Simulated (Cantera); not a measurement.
Input: 1 mol TiO2, 1.1 mol CO, 7 mol H2, equilibrated at 2500 K.

Equilibrium computed with Cantera from the NASA thermochemical tables; the gas is ideal and each condensed phase is pure. Candidate condensed phases: C, C6H6, C7H8, C8H18, H2O, Ti, TiC, TiO, TiO2, Ti2O3, Ti3O5, Ti4O7; 113 gas species. Equilibrium is a limit: real reactors are often held back by kinetics, nucleation or transport.

Task: What share of the Ti ends up in condensed phases as a function of P (Pa), at 10, 42, 180, 750, 3200, 13000, 56000, 240000, 1000000?

Result: 
```
P (Pa)   Ti condensed (%)        as
-------  ----------------  --------
10                    0.0         -
42                    0.0         -
180                  41.4  Ti3O5(l)
750                  87.7  Ti3O5(l)
3200                 97.3  Ti3O5(l)
13000                99.4  Ti3O5(l)
56000                99.9  Ti3O5(l)
240000              100.0  Ti3O5(l)
1000000             100.0  Ti3O5(l)
```
